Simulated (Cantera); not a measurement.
A perfectly stirred reactor is fed with C2H6 : O2 : N2 : H2O = 1 : 7.29 : 30.6 : 1.5 (molar parts), equivalence ratio 0.48, at 750 Torr; it is adiabatic with a 775 K inlet, and is followed from long to short residence time, starting on the burning branch (τ in s: 0.045, 0.021, 0.01, 0.0048, 0.0023, 0.0011, 0.00051, 0.00024, 0.00012, 5.5e-05, 2.6e-05, 1.2e-05, 5.8e-06).

Computed with Cantera and GRI-Mech 3.0 (53 species, 325 reactions).

x: mole fraction; the columns are a selection and need not sum to one.

```tsv
τ (s)	T (K)	x C2H6	x O2	x H2O	x HCN	x OH
0.045	1726	2.14e-6	0.0925	0.109	2.34e-9	0.00134
0.021	1720	3.55e-6	0.0925	0.109	2.94e-9	0.00166
0.010	1712	5.82e-6	0.0926	0.108	3.79e-9	0.00203
0.0048	1700	9.58e-6	0.0929	0.108	5.39e-9	0.00242
0.0023	1683	[?]	0.0933	0.107	[?]	[?]
0.0011	1658	2.83e-5	0.0942	0.106	1.50e-8	0.00313
0.00051	1619	5.58e-5	0.0961	0.105	2.78e-8	0.00326
0.00024	1556	0.000138	0.100	0.104	5.21e-8	0.00286
0.00012	775	0.0248	0.180	0.0371	<1e-12	<1e-12
5.5e-5	775	0.0248	0.180	0.0371	<1e-12	<1e-12
2.6e-5	775	0.0248	0.180	0.0371	<1e-12	<1e-12
1.2e-5	775	0.0248	0.180	0.0371	<1e-12	<1e-12
5.8e-6	775	0.0248	0.180	0.0371	<1e-12	<1e-12
```

Problem. Complete the blanks.

Solution. 
- 0.0023, x C2H6: 1.61e-5
- 0.0023, x HCN: 8.64e-9
- 0.0023, x OH: 0.00281
